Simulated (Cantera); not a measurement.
## CuO + C + N₂ (carbothermic reduction)

Feed: 1 mol CuO, 0.3 mol C, a varied amount of N₂, held at 1.10 bar.

Method: chemical equilibrium by Gibbs-energy minimisation in Cantera with the NASA 1993 tables (ideal gas, pure condensed phases). Candidate condensed phases: C, Cu, CuO, Cu₂O; 27 gas species. Each liquid is taken as pure. Mutual solubility and eutectic melting of coexisting phases are not modelled. The numbers say what is thermodynamically allowed, not how fast it happens.

### Question
Map the stable condensed phases over T = 823, 1023, 1223, 1423, 1623, 1823, 2023, 2223, 2423, 2623 K and n(N₂) in mol = 0.92, 2, 3.2, 4.3, 5.4, 6.6, 7.7, 8.8, 9.9, 11, 12, 13.

### Answer
```
T in K \ n(N₂) in mol
         0.92    2  3.2  4.3  5.4  6.6  7.7  8.8  9.9   11   12   13
   2623     A    B    B    B    B    B    B    B    B    B    B    B
   2423     A    A    A    A    A    A    A    B    B    B    B    B
   2223     C    C    A    A    A    A    A    A    A    A    A    A
   2023     C    C    C    C    C    C    C    C    C    C    A    A
   1823     C    C    C    C    C    C    C    C    C    C    C    C
   1623     C    C    C    C    C    C    C    C    C    C    C    C
   1423     C    C    C    C    C    C    C    C    C    C    C    C
   1223     C    C    C    C    C    C    C    C    C    C    C    C
   1023     C    C    C    C    C    C    C    C    C    C    C    C
    823     C    C    C    C    C    C    C    C    C    C    C    C
```
A: Cu; B: gas only; C: Cu + Cu₂O.
